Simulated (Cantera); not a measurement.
A Cantera script and its output.

```python
import numpy as np
import cantera as ct

gas = ct.Solution("gri30.yaml")
gas.TPX = 1550, 1000000, {'CH2O': 0.01, 'O2': 0.017, 'N2': 1}
inlet = ct.Reservoir(gas, clone=True)

reactor = ct.IdealGasConstPressureReactor(gas, energy="off", clone=False)
exhaust = ct.Reservoir(gas, clone=True)
tau = [11, 4.9, 2.3, 1.1, 0.49, 0.23, 0.11, 0.05, 0.023, 0.011, 0.005][0]
for a, b in ((inlet, reactor), (reactor, exhaust)):
    ct.MassFlowController(a, b, mdot=lambda t: reactor.mass / tau)
net = ct.ReactorNet([reactor])
show = ['CH2O', 'O2', 'O', 'H2', 'CH2CO', 'C2H2', 'H2O']

rows = []
print(f"{'tau/s':>10s}{'T/K':>9s}" + "".join(f"{s:>11s}" for s in show))
for tau in [11, 4.9, 2.3, 1.1, 0.49, 0.23, 0.11, 0.05, 0.023, 0.011, 0.005]:
    net.initial_time = 0.0
    net.advance(30 * tau)
    before = gas.X
    net.advance(40 * tau)
    drift = np.max(np.abs(gas.X - before) / (gas.X + 1e-9))
    rows.append([gas.T, *gas[show].X, drift])
    print(f"{tau:10.3e}{gas.T:9.1f}" + "".join(f"{x:11.3e}" for x in gas[show].X))
```

It prints:

```
     tau/s      T/K       CH2O         O2          O         H2      CH2CO       C2H2        H2O
 1.100e+01   1550.0  3.596e-08  6.812e-03  4.741e-07  3.697e-07  8.500e-22  1.427e-26  9.730e-03
 4.900e+00   1550.0  6.699e-08  6.813e-03  6.911e-07  5.619e-07  4.471e-21  4.912e-26  9.728e-03
 2.300e+00   1550.0  1.177e-07  6.814e-03  1.019e-06  8.590e-07  2.231e-20  1.684e-25  9.726e-03
 1.100e+00   1550.0  2.019e-07  6.816e-03  1.519e-06  1.324e-06  1.149e-19  6.743e-25  9.724e-03
 4.900e-01   1550.0  3.615e-07  6.821e-03  2.392e-06  2.160e-06  7.656e-19  4.186e-24  9.720e-03
 2.300e-01   1550.0  6.192e-07  6.829e-03  3.701e-06  3.452e-06  4.963e-18  2.998e-23  9.714e-03
 1.100e-01   1550.0  1.039e-06  6.844e-03  5.721e-06  5.505e-06  3.294e-17  2.387e-22  9.708e-03
 5.000e-02   1550.0  1.790e-06  6.871e-03  9.201e-06  9.151e-06  2.595e-16  2.385e-21  9.697e-03
 2.300e-02   1550.0  3.017e-06  6.919e-03  1.481e-05  1.521e-05  1.979e-15  2.348e-20  9.682e-03
 1.100e-02   1550.0  4.876e-06  6.997e-03  2.337e-05  2.475e-05  1.308e-14  1.995e-19  9.660e-03
 5.000e-03   1550.0  7.976e-06  7.133e-03  3.799e-05  4.162e-05  9.018e-14  1.805e-18  9.625e-03
```

Detailed kinetics in Cantera: GRI-Mech 3.0 (53 species, 325 reactions).
